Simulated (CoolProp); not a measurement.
Fluorine along the isotherm -114.05 °C: density (kg/m³) from the reference equation and from simpler models built on Tc = -128.7 °C, pc = 5.240 MPa, ω = 0.045; each cubic takes its own stable root.

Model: reference Helmholtz-energy equation of state, de Reuck 1990, in CoolProp.

```
p (MPa)          phase  reference
-------  -------------  ---------
0.982              gas      29.60
1.96               gas      62.41
2.95               gas      100.1
3.93               gas      143.5
4.91               gas      195.4
5.89     supercritical      260.8
6.88     supercritical      349.6
7.86     supercritical      470.5
```

Q: How far does each simpler model (ideal gas, van der Waals, Redlich-Kwong, Soave-Redlich-Kwong, Peng-Robinson) lie from the reference over these 8 states: mean and median of the absolute difference, and the worst?

A: 
- ideal gas: mean 26.2 %, median 24.6 %, worst -52.0 % at -114.05 °C and 7.86 MPa
- van der Waals: mean 2.1 %, median 0.6 %, worst +6.8 % at -114.05 °C and 7.86 MPa
- Redlich-Kwong: mean 0.6 %, median 0.5 %, worst -1.7 % at -114.05 °C and 7.86 MPa
- Soave-Redlich-Kwong: mean 0.8 %, median 0.3 %, worst -4.0 % at -114.05 °C and 7.86 MPa
- Peng-Robinson: mean 3.0 %, median 2.9 %, worst +4.7 % at -114.05 °C and 5.89 MPa
